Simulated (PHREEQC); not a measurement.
A solution holds 0.0019 mol/kgw Cu(NO3)2, 0.07 mol/kgw H2SO4 and 0.011 mol/kgw NaCl, at 51 °C and 50 atm. Closed to the air; pH follows from the charge balance.

Computed with PHREEQC (ion-association model, phreeqc.dat).

```tsv
quantity	before	after
pH	1.18	1.44
ionic strength (mol/kgw)	0.108	0.0588
HSO4- (mol/kgw)	0.0582	0.0267
SO4-2 (mol/kgw)	0.0111	0.00800
CuSO4 (mol/kgw)	0.000457	0.000240
SI of Halite (NaCl)	-5.76	-6.32
```

Q: What was changed between the two runs?
A) H2SO4 from 0.07 to 0.007 mol/kgw
B) diluted 2-fold with water
C) NaCl from 0.011 to 0.0165 mol/kgw
D) NaCl from 0.011 to 0.11 mol/kgw

A: B, diluted 2-fold with water

This is a speciation only: nothing precipitates in the calculation. Under pressure, the constants of complexes without a molar volume in the database are unreliable. Constants without temperature data keep their 25 °C values here.
